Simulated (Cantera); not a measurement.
Standard-state values (1 bar) from the NASA 1993 polynomials, evaluated with Cantera. Values are per mole of reaction as written; species without (g) are pure solids or liquids, kept so even where they would boil at 1 bar. VN: taken at fixed stoichiometry.

2 VN + 8 O(g) ⇌ 2 NO2(g) + V2O4, with ΔH° = -2918.0 kJ and ΔS° = -779.5 J/K at 300 K.

Question: How far is the shortcut ΔG° ≈ ΔH°(300 K) − T·ΔS°(300 K) from the full temperature-dependent value at 450, 600, 750, 900, 1050, 1200, 1350 K?

Answer: 
| T (K) | shortcut (kJ) | full (kJ) | difference (kJ) | difference in log10 K |
|---|---|---|---|---|
| 450 | -2567.2 | -2568.4 | 1.2 | -0.14 |
| 600 | -2450.3 | -2451.8 | 1.6 | -0.14 |
| 750 | -2333.3 | -2334.3 | 1.0 | -0.07 |
| 900 | -2216.4 | -2216.3 | -0.2 | 0.01 |
| 1050 | -2099.5 | -2097.9 | -1.5 | 0.08 |
| 1200 | -1982.6 | -1979.5 | -3.1 | 0.13 |
| 1350 | -1865.6 | -1860.9 | -4.7 | 0.18 |
The shortcut ignores the heat-capacity change of the reaction.
